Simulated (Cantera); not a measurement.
# Dilute partial oxidation

An isothermal, constant-pressure homogeneous reactor starts with 2.83 % CH2O, 2.74 % O2, 94.4 % N2, at 1325 K and 60000 Pa.

Computed with Cantera and GRI-Mech 3.0 (53 species, 325 reactions). The temperature is held fixed by assumption; the heat of reaction is taken as removed at once.

```tsv
t (s)	x CH2O	x O2	x C2H4	x H	x HCO	x HO2	x CH2
6.00e-6	0.0283	0.0274	<1e-12	3.28e-8	7.42e-8	1.19e-6	<1e-12
2.63e-5	0.0283	0.0274	<1e-12	6.06e-8	1.36e-7	5.80e-6	<1e-12
0.000116	0.0282	0.0273	<1e-12	3.98e-7	8.90e-7	4.59e-5	1.12e-12
0.000508	0.0147	0.0221	<1e-12	1.80e-5	2.36e-5	0.000650	5.13e-10
0.00223	1.35e-10	0.00508	<1e-12	0.00424	2.88e-8	1.21e-6	<1e-12
0.00978	1.29e-11	0.00109	<1e-12	0.000644	2.85e-9	2.70e-7	<1e-12
0.0429	1.86e-12	0.000213	<1e-12	0.000136	4.10e-10	5.31e-8	<1e-12
0.188	<1e-12	1.83e-5	<1e-12	3.02e-5	7.91e-11	4.51e-9	<1e-12
0.827	<1e-12	5.12e-7	<1e-12	4.39e-6	1.14e-11	1.07e-10	<1e-12
3.63	<1e-12	1.32e-8	<1e-12	5.70e-7	1.48e-12	1.26e-12	<1e-12
15.9	<1e-12	5.62e-10	<1e-12	1.26e-7	<1e-12	<1e-12	<1e-12
70.0	<1e-12	1.16e-10	<1e-12	8.11e-8	<1e-12	<1e-12	<1e-12
```
x: mole fraction; the columns are a selection and need not sum to one.

Equilibrium at this temperature and pressure: CH2O <1e-12, O2 5.21e-11, C2H4 <1e-12, H 5.49e-8, HCO <1e-12, HO2 <1e-12, CH2 <1e-12 (gas phase only).
